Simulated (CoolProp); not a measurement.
A single-stage vapour-compression cycle with vinyl chloride: evaporating at 223.15 K (dew point), condensing at 247.15 K (bubble point), superheat 2 K, subcooling 8 K, compressor efficiency 0.65, no pressure losses. Each further row changes one setting.

Computed with CoolProp (reference Helmholtz-energy equation of state, Thol 2022).

```json
[
 {"case": "as stated", "cooling COP": "(withheld)", "pressure ratio": "3.47", "discharge temperature (K)": "305.8", "refrigerating effect (kJ/kg)": "362", "volumetric capacity (kJ/m³)": "210"},
 {"case": "evaporating temperature 228.15 K", "cooling COP": "7.50", "pressure ratio": "2.61", "discharge temperature (K)": "292.7", "refrigerating effect (kJ/kg)": "(withheld)", "volumetric capacity (kJ/m³)": "277"},
 {"case": "condensing temperature 242.15 K", "cooling COP": "(withheld)", "pressure ratio": "2.74", "discharge temperature (K)": "(withheld)", "refrigerating effect (kJ/kg)": "369", "volumetric capacity (kJ/m³)": "215"},
 {"case": "subcooling 13 K", "cooling COP": "5.81", "pressure ratio": "3.47", "discharge temperature (K)": "305.8", "refrigerating effect (kJ/kg)": "369", "volumetric capacity (kJ/m³)": "215"},
 {"case": "superheat 12 K", "cooling COP": "(withheld)", "pressure ratio": "3.47", "discharge temperature (K)": "317.0", "refrigerating effect (kJ/kg)": "369", "volumetric capacity (kJ/m³)": "205"},
 {"case": "compressor efficiency 0.55", "cooling COP": "4.82", "pressure ratio": "3.47", "discharge temperature (K)": "318.7", "refrigerating effect (kJ/kg)": "362", "volumetric capacity (kJ/m³)": "210"}
]
```

**Question.** What belongs in the gaps?

**Answer.** 
- as stated, cooling COP: 5.70
- evaporating temperature 228.15 K, refrigerating effect (kJ/kg): 365
- condensing temperature 242.15 K, cooling COP: 7.31
- condensing temperature 242.15 K, discharge temperature (K): 290.4
- superheat 12 K, cooling COP: 5.57
